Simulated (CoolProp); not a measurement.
Properties of sulfur dioxide at several states (Tc = 430.6 K, pc = 7.887 MPa, ω = 0.256).

Model: reference Helmholtz-energy equation of state, Gao 2016, in CoolProp.

```tsv
T (K)	p (MPa)	phase	density (kg/m³)	cp (kJ/(kg K))	isothermal compressibility (1/MPa)
233	0.37	liquid	1539	1.360	0.0007878
435.8	30.2	supercritical	1049	1.478	0.005543
467.3	20.1	supercritical	818.3	1.936	0.02280
376.9	9.86	liquid	1143	1.562	0.004853
365.7	0.0724	gas	1.534	0.6675	13.89
```
